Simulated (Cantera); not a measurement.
An adiabatic, constant-volume homogeneous reactor starts with CO : H2 : CH4 : O2 : N2 = 1 : 0.43 : 0.18 : 1.43 : 5.39 (molar parts), at 1675 K and 2.70 bar. Integrator tolerance rtol = 1e-08.

Computed with Cantera and GRI-Mech 3.0 (53 species, 325 reactions).

**Question.** What does this change do: constant pressure in place of constant volume?

**Answer.** 
```json
[
 {"quantity": "time of steepest temperature rise", "before": "8.12 µs", "after": "8.31 µs"},
 {"quantity": "temperature at 0.300 s", "before": "2942 K", "after": "2808 K"},
 {"quantity": "equilibrium temperature", "before": "2942 K", "after": "2808 K"},
 {"quantity": "x(CO) at 0.300 s", "before": "0.0517 (gas-phase equilibrium 0.0517)", "after": "0.0436 (gas-phase equilibrium 0.0436)"},
 {"quantity": "x(H2) at 0.300 s", "before": "0.00596 (gas-phase equilibrium 0.00596)", "after": "0.00500 (gas-phase equilibrium 0.00500)"},
 {"quantity": "x(CH4) at 0.300 s", "before": "<1e-12 (gas-phase equilibrium <1e-12)", "after": "<1e-12 (gas-phase equilibrium <1e-12)"},
 {"quantity": "x(OH) at 0.300 s", "before": "0.0203 (gas-phase equilibrium 0.0203)", "after": "0.0172 (gas-phase equilibrium 0.0172)"},
 {"quantity": "x(H2O2) at 0.300 s", "before": "6.21e-7 (gas-phase equilibrium 6.21e-7)", "after": "4.00e-7 (gas-phase equilibrium 4.00e-7)"},
 {"quantity": "x(H2O) at 0.300 s", "before": "0.0795 (gas-phase equilibrium 0.0795)", "after": "0.0833 (gas-phase equilibrium 0.0833)"}
]
```

**Question.** What does this change do: pressure from 2.70 bar to 6.00 bar?

**Answer.** 
```tsv
quantity	before	after
time of steepest temperature rise	8.12 µs	4.01 µs
temperature at 0.300 s	2942 K	3010 K
equilibrium temperature	2942 K	3010 K
x(CO) at 0.300 s	0.0517 (gas-phase equilibrium 0.0517)	0.0475 (gas-phase equilibrium 0.0475)
x(H2) at 0.300 s	0.00596 (gas-phase equilibrium 0.00596)	0.00525 (gas-phase equilibrium 0.00525)
x(CH4) at 0.300 s	<1e-12 (gas-phase equilibrium <1e-12)	<1e-12 (gas-phase equilibrium <1e-12)
x(OH) at 0.300 s	0.0203 (gas-phase equilibrium 0.0203)	0.0193 (gas-phase equilibrium 0.0193)
x(H2O2) at 0.300 s	6.21e-7 (gas-phase equilibrium 6.21e-7)	1.04e-6 (gas-phase equilibrium 1.04e-6)
x(H2O) at 0.300 s	0.0795 (gas-phase equilibrium 0.0795)	0.0817 (gas-phase equilibrium 0.0817)
```
Above 3000 K some thermodynamic fits are extrapolated.
